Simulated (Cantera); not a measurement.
## Equilibrium for boron, boron nitride and boron oxide: BCl3 + O2

A closed system holds: 1 mol BCl3, 4.5 mol O2, equilibrated at 0.133 bar.

Equilibrium computed with Cantera from the NASA thermochemical tables; the gas is ideal and each condensed phase is pure. Candidate condensed phases: B, B2O3; 18 gas species. The tables' values for BOCl are old estimates; treat these amounts as uncertain. Equilibrium is a limit: real reactors are often held back by kinetics, nucleation or transport.

From 1000 K to 1600 K the condensed part is B2O3(l).

| T (K) | x O2 | x Cl2 | x Cl | x B2O3 | x BOCl | x ClO | x BO2 | x O | n B2O3(l) |
|---|---|---|---|---|---|---|---|---|---|
| 1000 | 0.714 | 0.285 | 0.000568 | 2.51e-11 | 1.74e-9 | 1.09e-5 | 7.84e-11 | 3.64e-10 | 0.500 |
| 1050 | 0.714 | 0.285 | 0.00116 | 2.45e-10 | 9.74e-9 | 1.95e-5 | 5.30e-10 | 1.55e-9 | 0.500 |
| 1100 | 0.713 | 0.284 | 0.00221 | 1.92e-9 | 4.63e-8 | 3.31e-5 | 3.01e-9 | 5.77e-9 | 0.500 |
| 1150 | 0.713 | 0.283 | 0.00400 | 1.25e-8 | 1.92e-7 | 5.36e-5 | 1.46e-8 | 1.92e-8 | 0.500 |
| 1200 | 0.712 | 0.281 | 0.00686 | 6.90e-8 | 7.01e-7 | 8.32e-5 | 6.19e-8 | 5.79e-8 | 0.500 |
| 1250 | 0.710 | 0.278 | 0.0113 | 3.31e-7 | 2.30e-6 | 0.000124 | 2.33e-7 | 1.60e-7 | 0.500 |
| 1300 | 0.708 | 0.274 | 0.0178 | 1.40e-6 | 6.84e-6 | 0.000180 | 7.90e-7 | 4.08e-7 | 0.500 |
| 1350 | 0.704 | 0.268 | 0.0270 | 5.27e-6 | 1.87e-5 | 0.000252 | 2.44e-6 | 9.70e-7 | 0.500 |
| 1400 | 0.700 | 0.260 | 0.0397 | 1.80e-5 | 4.71e-5 | 0.000342 | 6.94e-6 | 2.17e-6 | 0.500 |
| 1450 | 0.694 | 0.249 | 0.0564 | 5.64e-5 | 0.000110 | 0.000450 | 1.83e-5 | 4.58e-6 | 0.499 |
| 1500 | 0.686 | 0.235 | 0.0776 | 0.000163 | 0.000242 | 0.000577 | 4.51e-5 | 9.20e-6 | 0.498 |
| 1550 | 0.676 | 0.218 | 0.104 | 0.000437 | 0.000500 | 0.000719 | 0.000105 | 1.76e-5 | 0.496 |
| 1600 | 0.665 | 0.198 | 0.134 | 0.00110 | 0.000971 | 0.000869 | 0.000230 | 3.24e-5 | 0.490 |
x: gas mole fraction; n: condensed amount in mol.
